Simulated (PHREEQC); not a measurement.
A solution holds 0.0028 mol KBr, 0.00015 mol LiOH and 0.00012 mol Pb(BF4)2 per kg of water, at 93 °C. Closed to the air; pH follows from the charge balance.

Model: ion-association model, wateq4f.dat, run in PHREEQC.

This is a speciation only: nothing precipitates in the calculation.

Order these Pb species by the share of Pb that they hold, largest first: Pb+2, PbF+, PbBr+.

Pb+2 (76 %), PbBr+ (23 %), PbF+ (0.55 %)

Order these F species by the share of F that they hold, largest first: F-, HF, HF2-, BF2(OH)2-.

F- (56 %), HF (43 %), HF2- (0.19 %), BF2(OH)2- (0.14 %)

The pH is 3.85 and the ionic strength 0.00341 mol/kgw. At this temperature some constants are extrapolated from 25 °C, and those without enthalpy data are left unchanged. Real BF4- forms and hydrolyses slowly; the run takes it at equilibrium.
